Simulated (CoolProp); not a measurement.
Vapour-liquid equilibrium of hydrogen sulfide (1) + propane (2) at 302 K; x and y are mole fractions of (1).

Computed with CoolProp (multi-fluid Helmholtz-energy mixture model, Lemmon 2006 and Lemmon 2009; pair parameters Kunz 2012).

### Question
Give the bubble pressure and the first vapour's composition at x = 0.15, 0.25, 0.35. Is there an azeotrope?

### Answer
x = 0.15: 1.486 MPa, y = 0.338; x = 0.25: 1.707 MPa, y = 0.459; x = 0.35: 1.884 MPa, y = 0.546. y crosses x between x = 0.85 and 0.95: the model has an azeotrope there.

Pair parameters are fitted to limited data, so mixtures are less certain than the pure fluids.
